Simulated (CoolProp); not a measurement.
Saturation properties of propylene.

Values from CoolProp's reference Helmholtz-energy equation of state, Lemmon 2013.

```tsv
T (°C)	p (MPa)	enthalpy of vaporisation (kJ/kg)	surface tension (mN/m)	liquid conductivity (mW/(m K))
-93.05	0.006981	485.5	23.5	164
-76.15	0.02229	468.8	20.9	157
-59.25	0.05778	451.5	18.4	150
-42.35	0.1280	433.0	16.0	143
-25.45	0.2512	412.7	13.6	136
-8.45	0.4500	390.0	11.3	128
8.45	0.7457	364.3	9.07	120
25.35	1.165	334.2	6.91	111
42.25	1.734	298.1	4.86	102
59.15	2.485	252.4	2.93	93.1
```

It boils at -47.6 °C under 1 atm.

Thermal conductivity comes from a separate model (Huber 2003), an estimate that may be off by 10 % or more. Surface tension comes from a separate correlation (Mulero 2012).
